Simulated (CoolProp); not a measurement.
Vapour-liquid equilibrium of propane (1) + R134a (2) at 599 kPa; x and y are mole fractions of (1).

Values from CoolProp's multi-fluid Helmholtz-energy mixture model, Lemmon 2009 and Tillner-Roth 1994; pair parameters Bell 2016.

```json
[
 {"x": "0.05", "bubble temperature, mixture model (°C)": "15.1", "bubble temperature, Raoult's law (°C)": "20.8", "y, mixture model": "0.199", "y, Raoult's law": "0.071"},
 {"x": "0.125", "bubble temperature, mixture model (°C)": "8.7", "bubble temperature, Raoult's law (°C)": "19.7", "y, mixture model": "0.375", "y, Raoult's law": "0.173"},
 {"x": "0.2", "bubble temperature, mixture model (°C)": "5.1", "bubble temperature, Raoult's law (°C)": "18.6", "y, mixture model": "0.470", "y, Raoult's law": "0.269"},
 {"x": "0.275", "bubble temperature, mixture model (°C)": "3.1", "bubble temperature, Raoult's law (°C)": "17.5", "y, mixture model": "0.525", "y, Raoult's law": "0.360"},
 {"x": "0.35", "bubble temperature, mixture model (°C)": "1.9", "bubble temperature, Raoult's law (°C)": "16.5", "y, mixture model": "0.559", "y, Raoult's law": "0.445"},
 {"x": "0.425", "bubble temperature, mixture model (°C)": "1.2", "bubble temperature, Raoult's law (°C)": "15.4", "y, mixture model": "0.584", "y, Raoult's law": "0.525"},
 {"x": "0.5", "bubble temperature, mixture model (°C)": "0.8", "bubble temperature, Raoult's law (°C)": "14.4", "y, mixture model": "0.604", "y, Raoult's law": "0.600"},
 {"x": "0.575", "bubble temperature, mixture model (°C)": "0.6", "bubble temperature, Raoult's law (°C)": "13.4", "y, mixture model": "0.624", "y, Raoult's law": "0.671"},
 {"x": "0.65", "bubble temperature, mixture model (°C)": "0.5", "bubble temperature, Raoult's law (°C)": "12.4", "y, mixture model": "0.646", "y, Raoult's law": "0.738"},
 {"x": "0.725", "bubble temperature, mixture model (°C)": "0.7", "bubble temperature, Raoult's law (°C)": "11.4", "y, mixture model": "0.675", "y, Raoult's law": "0.801"},
 {"x": "0.8", "bubble temperature, mixture model (°C)": "1.2", "bubble temperature, Raoult's law (°C)": "10.4", "y, mixture model": "0.716", "y, Raoult's law": "0.860"},
 {"x": "0.875", "bubble temperature, mixture model (°C)": "2.4", "bubble temperature, Raoult's law (°C)": "9.4", "y, mixture model": "0.780", "y, Raoult's law": "0.915"},
 {"x": "0.95", "bubble temperature, mixture model (°C)": "4.9", "bubble temperature, Raoult's law (°C)": "8.5", "y, mixture model": "0.886", "y, Raoult's law": "0.967"}
]
```

The largest gap from Raoult's law is -14.6 K in bubble temperature, at x = 0.35. y crosses x between x = 0.575 and 0.65: the model has an azeotrope there.

Pair parameters are fitted to limited data, so mixtures are less certain than the pure fluids. With so large a gap from Raoult's law the liquid may split in two, which this calculation doesn't test in full.
